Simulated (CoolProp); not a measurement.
A single-stage vapour-compression cycle with the fluid: evaporating at 237.15 K (dew point), condensing at 292.15 K (bubble point), superheat 10 K, subcooling 5 K, compressor efficiency 0.7, no pressure losses. The same conditions are run with several fluids, on thermodynamics alone (safety and materials aside).

Values from CoolProp's reference Helmholtz-energy equation of state of each fluid (R1336mzz(E): Akasaka 2023; carbon dioxide: Span 1996; R404A: Lemmon 2003; R407C: Lemmon 2003; cis-2-butene: Lemmon 2005; propane: Lemmon 2009). Blends and air are pseudo-pure fits.

**Question.** Rank R1336mzz(E), carbon dioxide, R404A, R407C, cis-2-butene, propane by cooling COP, highest first.

**Answer.** cis-2-butene (2.58), propane (2.46), R1336mzz(E) (2.43), R404A (2.31), R407C (2.12), carbon dioxide (1.92)

```
fluid           pressure ratio  discharge temperature (K)  refrigerating effect (kJ/kg)  volumetric capacity (kJ/m³)
--------------  --------------  -------------------------  ----------------------------  ---------------------------
R1336mzz(E)               13.9                      313.6                           122                          110
carbon dioxide            4.82                      390.0                           211                         5960
R404A                     6.82                      327.5                           134                         1050
R407C                     9.66                      357.8                           178                          807
cis-2-butene              10.6                      346.5                           358                          162
propane                   6.19                      333.6                           312                          918
```
